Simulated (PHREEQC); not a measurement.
A solution holds 0.15 mol/kgw CsF, at 20 °C. Closed to the air; pH follows from the charge balance.

Computed with PHREEQC (ion-association model, wateq4f.dat).

| Item | Value |
|---|---|
| pH | 8.20 |
| ionic strength | 0.150 mol/kgw |

| species | molality | activity | log γ |
|---|---|---|---|
| Cs+ | 0.150 | 0.114 | -0.118 |
| F- | 0.150 | 0.110 | -0.136 |
| OH- | 1.46e-6 | 1.07e-6 | -0.136 |
| HF | 9.22e-7 | 9.54e-7 | 0.015 |
| HF2- | 5.27e-7 | 3.85e-7 | -0.136 |
| H+ | 7.82e-9 | 6.34e-9 | -0.091 |

No solid was allowed to form.
